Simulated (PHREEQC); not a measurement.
0.33 g of hydrous ferric oxide (600 m²/g; 0.2 weak and 0.005 strong sites per Fe, Dzombak-Morel constants, diffuse double layer) in 1 kg of water with 0.01 mol/kgw of an inert sodium salt and 0.0015 mol/kgw H3BO3, at 25 °C; the pH is set by adding NaOH or the inert anion's acid. O2 is buffered at 0.21 atm. The system is closed to CO2. No solid was allowed to form.

Base run: PHREEQC, ion-association model, wateq4f.dat. Each further column changes one thing. The table gives surface charge σ (C/m²).

```json
[
 {"pH": "3", "base": "0.325", "background salt from 0.01 to 0.001 mol/kgw": "0.257", "oxide from 0.33 to 1.7 g/kgw": "0.329"},
 {"pH": "3.75", "base": "0.246", "background salt from 0.01 to 0.001 mol/kgw": "0.147", "oxide from 0.33 to 1.7 g/kgw": "0.251"},
 {"pH": "4.88", "base": "0.124", "background salt from 0.01 to 0.001 mol/kgw": "0.057", "oxide from 0.33 to 1.7 g/kgw": "0.126"},
 {"pH": "5.62", "base": "0.069", "background salt from 0.01 to 0.001 mol/kgw": "0.028", "oxide from 0.33 to 1.7 g/kgw": "0.070"},
 {"pH": "6.38", "base": "0.034", "background salt from 0.01 to 0.001 mol/kgw": "0.012", "oxide from 0.33 to 1.7 g/kgw": "0.035"},
 {"pH": "7.12", "base": "0.015", "background salt from 0.01 to 0.001 mol/kgw": "0.005", "oxide from 0.33 to 1.7 g/kgw": "0.015"},
 {"pH": "8.25", "base": "-0.002", "background salt from 0.01 to 0.001 mol/kgw": "-0.001", "oxide from 0.33 to 1.7 g/kgw": "-0.002"},
 {"pH": "9", "base": "-0.013", "background salt from 0.01 to 0.001 mol/kgw": "-0.005", "oxide from 0.33 to 1.7 g/kgw": "-0.013"}
]
```

The oxide is taken as insoluble; below pH 4 it would dissolve.
